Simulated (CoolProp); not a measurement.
A closed Brayton cycle with nitrogen: compressor inlet 333.15 K and 6.2 MPa, high pressure 20.8 MPa, turbine inlet 800 K, compressor efficiency 0.89, turbine efficiency 0.85, recuperator effectiveness 0 (on enthalpy, no pinch check). Each further row changes one setting.

Model: reference Helmholtz-energy equation of state, Span 2000, in CoolProp.

```tsv
case	thermal efficiency (%)	net work (kJ/kg)	compressor to turbine work	compressor exit (K)	turbine exit (K)
as stated	14.2	50.0	0.77	489.9	610.0
turbine inlet 750 K	12.3	36.2	0.82	489.9	570.2
compressor inlet 343.15 K	13.3	44.7	0.80	504.3	610.0
high pressure 17.7 MPa	13.5	51.0	0.74	465.8	632.3
recuperator effectiveness 0.5	17.4	50.0	0.77	489.9	610.0
```
